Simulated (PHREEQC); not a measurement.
PHREEQC input (Pitzer model, pitzer.dat):

```
SOLUTION 1
  temp 60
  units mol/kgw
  pH 7 charge
  S(6) 0.0057
  K 0.4326
  C(4) 0.0176
  Cl 0.4
END
USE solution 1
INCREMENTAL_REACTIONS false
REACTION 1
  H2O -1
  0 9.886 18.011 24.689 30.178 34.689 38.397 41.444
  43.949 46.007 47.699 49.089 50.232 51.172 51.944 52.578
  53.1 53.528 53.88 54.17 54.408 54.603 54.764 54.896
  55.005 55.094 55.168 55.228 moles
EQUILIBRIUM_PHASES 1
  Arcanite 0 0
  Kalicinite 0 0
  Misenite 0 0
  Sylvite 0 0
  CO2(g) -3.4 10
SELECTED_OUTPUT 1
  -reset false
  -pH true
  -pe true
  -ionic_strength true
  -water true
  -activities H2O
  -totals C Cl K S
  -molalities H+ K+ Cl- CO3-2 SO4-2 OH- HCO3- CO2 HSO4-
  -equilibrium_phases Arcanite Kalicinite Misenite Sylvite
PRINT
  -reset false
END
```

Selected output (columns that matter, 14 of 28 rows; water left (kg) added in front):

```
water left (kg)	pH	mu	C	Cl	K	S	m_H+	m_K+	m_Cl-	m_CO3-2	m_SO4-2	la_H2O	Arcanite	Sylvite
1.00004	9.2955	0.44377	0.015439	0.39999	0.43258	0.0056998	7.1952e-10	0.43258	0.39999	0.0054895	0.0056998	-0.0059961	0	0
0.675566	9.3756	0.65821	0.021625	0.5921	0.64035	0.0084374	5.9993e-10	0.64035	0.5921	0.0094222	0.0084374	-0.0088467	0	0
0.456379	9.451	0.9761	0.030339	0.87646	0.9479	0.01249	4.9502e-10	0.9479	0.87646	0.015713	0.01249	-0.013106	0	0
0.308319	9.5248	1.4471	0.042722	1.2974	1.4031	0.018487	3.9628e-10	1.4031	1.2974	0.025569	0.018487	-0.019539	0	0
0.208305	9.6025	2.1449	0.060496	1.9203	2.0768	0.027364	2.9853e-10	2.0768	1.9203	0.04074	0.027364	-0.02941	0	0
0.140753	9.6934	3.1777	0.086302	2.8418	3.0735	0.040496	2.0195e-10	3.0735	2.8418	0.063711	0.040496	-0.044878	0	0
0.0951251	9.8126	4.7055	0.12427	4.205	4.5477	0.059921	1.1461e-10	4.5477	4.205	0.097924	0.059921	-0.069659	0	0
0.0528648	10.015	6.6278	0.21854	5.7818	6.3584	0.08776	5.1843e-11	6.3584	5.7818	0.18164	0.08776	-0.10258	0.0010606	0.094344
0.0357523	10.114	6.7748	0.31922	5.6602	6.4191	0.082968	4.481e-11	6.4191	5.6602	0.27274	0.082968	-0.10351	0.0027337	0.19764
0.0241881	10.216	6.9952	0.46723	5.4817	6.5108	0.076342	3.9782e-11	6.5108	5.4817	0.40804	0.076342	-0.10499	0.0038534	0.26741
0.0163888	10.325	7.326	0.68438	5.222	6.6506	0.067528	3.6598e-11	6.6506	5.222	0.60781	0.067528	-0.10739	0.0045933	0.31442
0.0111113	10.443	7.8261	1.004	4.8466	6.8673	0.056348	3.5213e-11	6.8673	4.8466	0.90247	0.056348	-0.11144	0.0050739	0.34615
0.00754493	10.575	8.5872	1.4736	4.3134	7.2095	0.043135	3.569e-11	7.2095	4.3134	1.3345	0.043135	-0.11858	0.0053745	0.36746
0.00513105	10.727	9.7613	2.1648	3.5775	7.7671	0.028951	3.7972e-11	7.7671	3.5775	1.9652	0.028951	-0.13182	0.0055515	0.38164
```

Species that the database lacks are ignored. Constants without temperature data keep their 25 °C values here.
